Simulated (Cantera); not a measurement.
A closed system holds: 1 mol PbS, 2.4 mol H2, 16 mol N2, at 0.00320 bar.

Equilibrium computed with Cantera from the NASA thermochemical tables; the gas is ideal and each condensed phase is pure. Candidate condensed phases: Pb, PbS, S; 18 gas species. Gases not in the tables: S3 to S7. The numbers say what is thermodynamically allowed, not how fast it happens.

x: gas mole fraction; n: condensed amount in mol.

```tsv
T (K)	x N2	x H2	x PbS	x Pb	x S2	x H2S	n PbS(s)
975	0.855	0.126	0.0140	0.00224	3.05e-6	0.00223	0.697
1025	0.825	0.119	0.0470	0.00453	3.99e-5	0.00444	0
1075	0.825	0.119	0.0465	0.00508	0.000126	0.00482	0
1125	0.824	0.119	0.0458	(withheld)	(withheld)	0.00507	0
1175	0.824	0.119	0.0448	(withheld)	(withheld)	0.00509	0
1225	0.823	0.119	0.0435	0.00800	0.00153	0.00487	0
1275	0.823	0.119	0.0417	0.00973	0.00258	0.00447	0
1325	0.821	0.119	0.0394	0.0119	0.00388	0.00398	0
1375	0.820	0.119	0.0368	0.0145	0.00537	0.00348	0
1425	0.819	0.120	0.0338	0.0174	0.00699	0.00301	0
```

Q: What belongs in the gaps?

A: 
- 1125, x Pb: 0.00577
- 1125, x S2: 0.000343
- 1175, x Pb: 0.00670
- 1175, x S2: 0.000789
